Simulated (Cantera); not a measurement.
A diamond (100) surface in a fixed gas of H2 with x(CH4) = 0.022, x(H) = 0.024, x(CH3) = 0.00012, at 1150 K; coverages are run to steady state.

Cantera simulation using the Harris–Goodwin 1993 mechanism for the reconstructed diamond (100) surface; the numbers are that mechanism's predictions, not measurements.

θ: site fractions in the mechanism's names (c6HH fully hydrogenated, c6H* and c6*H radical sites, c6** diradical, c6HM methylated).

```tsv
P (Pa)	growth (µm/h)	θ c6HH	θ c6H*	θ c6*H	θ c6**	θ c6HM
340	0.109	0.473	0.0331	0.469	0.0242	0.000373
560	0.241	0.473	0.0331	0.469	0.0242	0.000531
940	___	0.472	0.0331	0.469	0.0242	___
1600	1.12	0.472	0.0332	0.469	0.0242	0.000924
2600	2.13	0.472	0.0332	0.469	0.0242	0.00109
4300	___	0.472	0.0333	0.468	0.0242	___
7200	7.14	0.472	0.0334	0.468	0.0243	0.00134
12000	12.5	0.472	0.0337	0.468	0.0243	0.00142
```

Fill in the missing entries.


- 940, growth (µm/h): 0.528
- 940, θ c6HM: 0.000722
- 4300, growth (µm/h): 3.94
- 4300, θ c6HM: 0.00123
